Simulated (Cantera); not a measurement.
**Equilibrium for silicon nitride deposition: SiCl₄ + NH₃ + H₂**

Charge: 1 mol SiCl₄, 1.6 mol NH₃, 10 mol H₂, held at 1.00 bar.

These are equilibrium values from Cantera (NASA tables, ideal gas, pure condensed phases), not measurements of a reactor. Candidate condensed phases: NH₄Cl, Si, Si₃N₄; 28 gas species. The tables' values for SiCl₃, SiCl are old estimates; treat these amounts as uncertain. Gases not in the tables: Si₂H₆ and higher silanes. Kinetics and transport are ignored.

From 1725 K to 1900 K the condensed part is Si₃N₄(s). From 1925 K to 2050 K the condensed part is Si(l). The main Si-bearing gas is SiCl₂ throughout. The share of Si in condensed phases is highest at 1725 K (46.1 %) and lowest at 1925 K (2.5 %).

```csv
T (K),x H₂,x HCl,x SiCl₂,x N₂,n Si₃N₄(s),n Si(l)
1725,0.741,0.189,0.0292,0.0332,0.154,0
1750,0.743,0.182,0.0333,0.0356,0.136,0
1775,0.744,0.174,0.0375,0.0380,0.117,0
1800,0.745,0.167,0.0417,0.0405,0.0973,0
1825,0.746,0.159,0.0460,0.0430,0.0777,0
1850,0.748,0.151,0.0502,0.0455,0.0581,0
1875,0.749,0.144,0.0543,0.0479,0.0385,0
1900,0.751,0.136,0.0584,0.0503,0.0191,0
1925,0.750,0.132,0.0607,0.0527,0,0.0246
1950,0.749,0.133,0.0603,0.0527,0,0.0339
1975,0.748,0.135,0.0599,0.0527,0,0.0429
2000,0.747,0.136,0.0595,0.0527,0,0.0517
2025,0.746,0.138,0.0591,0.0526,0,0.0603
2050,0.745,0.139,0.0586,0.0526,0,0.0685
```
x: gas mole fraction; n: condensed amount in mol.
